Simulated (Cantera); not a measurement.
Mixture: CH₄ : CO : O₂ : N₂ = 1 : 0.15 : 2.08 : 7.8 (molar parts), equivalence ratio 1.00, at 1.00 bar, adiabatic and at constant volume. Ignition delay is the time to a rise of 400 K.

Computed with Cantera and GRI-Mech 3.0 (53 species, 325 reactions).

Q: What does this change do: N2 7.8 to 11 parts?

A: 
```csv
quantity,before,after
delay at 1300 K,11.8 ms,16.2 ms
delay at 1450 K,1.90 ms,2.55 ms
delay at 1600 K,0.445 ms,0.575 ms
delay at 1750 K,0.144 ms,0.182 ms
delay at 1900 K,58.9 µs,73.0 µs
apparent activation energy between 1825 and 1975 K,160 kJ/mol,160 kJ/mol
```
